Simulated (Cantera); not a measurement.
Input: 1 mol BN, 26 mol HCl, 1.8 mol N2, 15 mol O2, held at 1300 °C and 0.133 bar.

Equilibrium computed with Cantera from the NASA thermochemical tables; the gas is ideal and each condensed phase is pure. Candidate condensed phases: B, BN, B2O3, B3O3H3, H2O, NH4Cl; 49 gas species. The tables' values for BOCl are old estimates; treat these amounts as uncertain. Gases not in the tables: H3BO3. Rates play no part.

Base state: HCl 0.501, O2 0.306, N2 0.0534, Cl 0.0445, H2O 0.0417, Cl2 0.0303, HBO2 0.0219, NO 0.000540 (mole fractions); condensed: gas only.

What changes in the equilibrium state with this change: temperature from 1300 °C to 1425 °C?


```csv
species,before,after
HCl,0.501,0.488
O2,0.306,0.300
Cl,0.0445,0.0718
Cl2,0.0303,0.0190
H2O,0.0417,0.0445
HBO2,0.0219,0.0212
N2,0.0534,0.0525
O,1.58e-5,6.56e-5
OH,0.000168,0.000433
```

What changes in the equilibrium state with this change: temperature from 1300 °C to 752 °C?


```tsv
species	before	after
HCl	0.501	0.435
O2	0.306	0.300
Cl2	0.0303	0.104
H2O	0.0417	0.104
HBO2	0.0219	3.85e-5
Cl	0.0445	0.000494
N2	0.0534	0.0569
(HBO2)3	8.02e-6	0.000300
B2O3	0.000513	<1e-9
BO2	0.000108	<1e-9
B2O3(l), mol	0	0.481
```
